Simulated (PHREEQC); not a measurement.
## Ultrapure water in contact with air or piping: an equilibrium model

A made-up water analysis in mg/kgw, 25 °C, pH 7.18, pe 12.2:

```tsv
constituent	mg/kgw
Na	0.000639
K	0.00355
Ca	0.0221
Mg	0.00749
Cl	0.0107
S(6) as SO4	0.028
Alkalinity as HCO3	0.0586
Zn	3.4e-05
```

Valence states are taken as typed.

Computed with PHREEQC (ion-association model, phreeqc.dat).

Precipitation was switched off in this run.

### Question
Estimate the charge-balance error.

### Answer
charge-balance error -0.2 %.

### Question
In which forms is Zn present?

### Answer
Zn+2 98 %, ZnOH+ 1.6 % of the Zn.

Species that the database lacks are ignored.
